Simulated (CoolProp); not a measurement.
Saturation properties of isohexane (Tc = 497.7 K, pc = 3.043 MPa, ω = 0.280).

Model: reference Helmholtz-energy equation of state, Lemmon 2006, in CoolProp. It is a short technical equation, of lower accuracy than the large ones.

```json
[
 {"T (K)": "288", "p (MPa)": "0.01823", "vapour density (kg/m³)": "?", "enthalpy of vaporisation (kJ/kg)": "353.8", "surface tension (mN/m)": "17.9"},
 {"T (K)": "292.2", "p (MPa)": "0.02194", "vapour density (kg/m³)": "0.7913", "enthalpy of vaporisation (kJ/kg)": "351.1", "surface tension (mN/m)": "17.5"},
 {"T (K)": "296.3", "p (MPa)": "0.02614", "vapour density (kg/m³)": "?", "enthalpy of vaporisation (kJ/kg)": "?", "surface tension (mN/m)": "17.1"},
 {"T (K)": "300.4", "p (MPa)": "0.03096", "vapour density (kg/m³)": "1.091", "enthalpy of vaporisation (kJ/kg)": "345.8", "surface tension (mN/m)": "16.6"},
 {"T (K)": "304.6", "p (MPa)": "0.03662", "vapour density (kg/m³)": "1.276", "enthalpy of vaporisation (kJ/kg)": "343.0", "surface tension (mN/m)": "16.2"},
 {"T (K)": "308.7", "p (MPa)": "0.04292", "vapour density (kg/m³)": "1.480", "enthalpy of vaporisation (kJ/kg)": "340.3", "surface tension (mN/m)": "15.8"},
 {"T (K)": "312.9", "p (MPa)": "0.05024", "vapour density (kg/m³)": "1.715", "enthalpy of vaporisation (kJ/kg)": "337.5", "surface tension (mN/m)": "15.4"},
 {"T (K)": "317", "p (MPa)": "0.05832", "vapour density (kg/m³)": "1.972", "enthalpy of vaporisation (kJ/kg)": "334.7", "surface tension (mN/m)": "15.0"},
 {"T (K)": "321.1", "p (MPa)": "0.06739", "vapour density (kg/m³)": "2.258", "enthalpy of vaporisation (kJ/kg)": "331.8", "surface tension (mN/m)": "14.6"},
 {"T (K)": "325.3", "p (MPa)": "0.07781", "vapour density (kg/m³)": "2.583", "enthalpy of vaporisation (kJ/kg)": "328.9", "surface tension (mN/m)": "14.2"}
]
```

Question: Fill in the missing entries.

Answer: 
- 288, vapour density (kg/m³): 0.6655
- 296.3, vapour density (kg/m³): 0.9316
- 296.3, enthalpy of vaporisation (kJ/kg): 348.5

It boils at 333.4 K under 1 atm.

Surface tension comes from a separate correlation (Mulero 2012).
